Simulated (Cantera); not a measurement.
Input (Python, Cantera):

```python
import numpy as np
import cantera as ct

surf = ct.Interface("ptcombust.yaml", "Pt_surf")
gas = surf.adjacent["gas"]
gas.TPX = 900, 430000, {'CH4': 0.004, 'O2': 0.018, 'N2': 0.79, 'H2O': 0.068}
surf.TP = 900, 430000
reactor = ct.FlowReactor(gas, clone=False)
reactor.area = 0.0001  # m2
reactor.surface_area_to_volume_ratio = 2200  # 1/m
reactor.mass_flow_rate = 0.094 * reactor.area * gas.density  # inlet velocity 0.094 m/s
reactor.energy_enabled = False
wall = ct.ReactorSurface(surf, reactor, clone=False)
net = ct.ReactorNet([reactor])
net.rtol, net.atol = 1e-8, 1e-16
show, cover = ['CH4', 'O2', 'H2O', 'CO2', 'CO'], ['PT(S)', 'H(S)', 'O(S)', 'OH(S)', 'CO(S)', 'C(S)']

rows = []
print(f"{'z/m':>9s}{'u/(m/s)':>9s}" + "".join(f"{s:>13s}" for s in show + cover))
for z in [3.1e-05, 6.8e-05, 0.00015, 0.00031, 0.00068, 0.0015, 0.0031]:
    net.advance(z)
    rows.append([reactor.speed, *gas[show].X, *surf[cover].coverages])
    print(f"{z:9.4g}{rows[-1][0]:9.3g}" + "".join(f"{x:13.4e}" for x in rows[-1][1:]))
```

It prints:

```
      z/m  u/(m/s)          CH4           O2          H2O          CO2           CO        PT(S)         H(S)         O(S)        OH(S)        CO(S)         C(S)
  3.1e-05    0.094   4.4948e-03   2.0354e-02   7.7374e-02   4.9243e-05   1.2002e-06   1.0517e-01   3.3887e-07   8.8309e-01   1.1653e-02   2.0554e-05   7.3402e-08
  6.8e-05    0.094   4.4349e-03   2.0235e-02   7.7493e-02   1.0887e-04   1.2721e-06   1.0535e-01   3.4004e-07   8.8289e-01   1.1671e-02   2.0459e-05   7.2725e-08
  0.00015    0.094   4.3041e-03   1.9974e-02   7.7754e-02   2.3919e-04   1.2403e-06   1.0574e-01   3.4258e-07   8.8246e-01   1.1709e-02   2.0039e-05   7.1217e-08
  0.00031    0.094   4.0568e-03   1.9481e-02   7.8247e-02   4.8546e-04   1.1727e-06   1.0649e-01   3.4748e-07   8.8163e-01   1.1782e-02   1.9217e-05   6.8294e-08
  0.00068    0.094   3.5251e-03   1.8422e-02   7.9307e-02   1.0150e-03   1.0261e-06   1.0818e-01   3.5852e-07   8.7978e-01   1.1943e-02   1.7350e-05   6.1660e-08
   0.0015    0.094   2.5364e-03   1.6452e-02   8.1278e-02   1.9992e-03   7.4875e-07   1.1161e-01   3.8109e-07   8.7604e-01   1.2254e-02   1.3472e-05   4.7874e-08
   0.0031    0.094   1.2541e-03   1.3900e-02   8.3831e-02   3.2742e-03   3.7854e-07   1.1675e-01   4.1529e-07   8.7046e-01   1.2688e-02   7.4366e-06   2.6423e-08
```

Model: Deutschmann's 1995 Pt surface mechanism with GRI-Mech 3.0 gas chemistry, integrated in Cantera. Catalytic surfaces can have several steady states; this one follows from the mechanism file's or the stated starting coverage. Mass transfer to the wall is taken as infinitely fast.
